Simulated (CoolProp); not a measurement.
Saturation properties of carbon dioxide (Tc = 304.1 K, pc = 7.377 MPa, ω = 0.224).

Values from CoolProp's reference Helmholtz-energy equation of state, Span 1996.

| T (K) | p (MPa) | liquid cp (kJ/(kg K)) | liquid viscosity (µPa s) | liquid conductivity (mW/(m K)) |
|---|---|---|---|---|
| 223 | 0.6782 | 1.971 | 228 | 169 |
| 226.1 | 0.7679 | 1.981 | 216 | 165 |
| 229.3 | 0.8694 | 1.994 | 205 | 161 |
| 232.4 | 0.9770 | 2.008 | 195 | 158 |
| 235.5 | 1.094 | 2.024 | 185 | 154 |
| 238.7 | 1.226 | 2.043 | 176 | 150 |
| 241.8 | 1.364 | 2.063 | 168 | 146 |
| 245 | 1.519 | 2.087 | 159 | 142 |
| 248.1 | 1.680 | 2.114 | 151 | 139 |

Viscosity comes from a separate model (Laesecke 2017). Thermal conductivity comes from a separate model (Huber 2016).
